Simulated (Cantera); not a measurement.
Charge: 1 mol Ti(OiPr)₄, 1.7 mol C₃H₈, equilibrated at 1523 K and 10.0 Torr.

Method: chemical equilibrium by Gibbs-energy minimisation in Cantera with the NASA 1993 tables (ideal gas, pure condensed phases). Candidate condensed phases: C, C₆H₆, C₇H₈, C₈H₁₈, H₂O, Ti, TiC, TiO, TiO₂, Ti₂O₃, Ti₃O₅, Ti₄O₇; 113 gas species. The feed counts by its element totals alone. TiC: taken at fixed stoichiometry. Rates play no part.

Base state: H₂ 0.839, CO 0.161, H 0.000183, CH₄ 2.16e-5 (mole fractions); condensed: C(graphite) + TiC(s).

Task: What changes in the equilibrium state with this change: temperature from 1523 K to 1773.15 K?

Result: 
```
species             before     after
----------------  --------  --------
H₂                   0.839     0.837
CO                   0.161     0.161
H                 0.000183   0.00226
C₂H₂ (acetylene)   9.91e-6  0.000117
CH₄                2.16e-5   7.86e-6
C(graphite), mol      12.1      12.1
TiC(s), mol           1.00      1.00
```
